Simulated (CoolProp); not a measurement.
Vapour-liquid equilibrium of n-pentane (1) + benzene (2) at 32.75 °C; x and y are mole fractions of (1).

Model: multi-fluid Helmholtz-energy mixture model, Thol 2019 and Thol 2012; pair parameters Bell 2016, in CoolProp.

Question: Give the bubble pressure and the first vapour's composition at x = 0.25, 0.45, 0.75. Is there an azeotrope?

Answer: x = 0.25: 0.04587 MPa, y = 0.687; x = 0.45: 0.05944 MPa, y = 0.804; x = 0.75: 0.07612 MPa, y = 0.913. No azeotrope shows between x = 0.05 and 0.95.

The pair parameters rest on a limited set of measurements; away from them the model extrapolates.
